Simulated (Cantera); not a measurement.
Input: 1 mol AlN, 0.04 mol H2O, 1.9 mol N2, held at 10000 Pa.

Equilibrium computed with Cantera from the NASA thermochemical tables; the gas is ideal and each condensed phase is pure. Candidate condensed phases: Al, AlN, Al2O3, H2O; 35 gas species. Mutual solubility and eutectic melting of coexisting phases are not modelled. Kinetics and transport are ignored. All values below are at 1123 K.

Base state: N2 0.980, H2 0.0205 (mole fractions); condensed: AlN(s) + Al2O3(s).

Problem. What changes in the equilibrium state with this change: H2O from 0.04 to 0.029 mol?

Solution. 
| species | before | after |
|---|---|---|
| N2 | 0.980 | 0.985 |
| H2 | 0.0205 | 0.0150 |
| AlN(s), mol | 0.973 | 0.981 |
| Al2O3(s), mol | 0.0133 | 0.00967 |
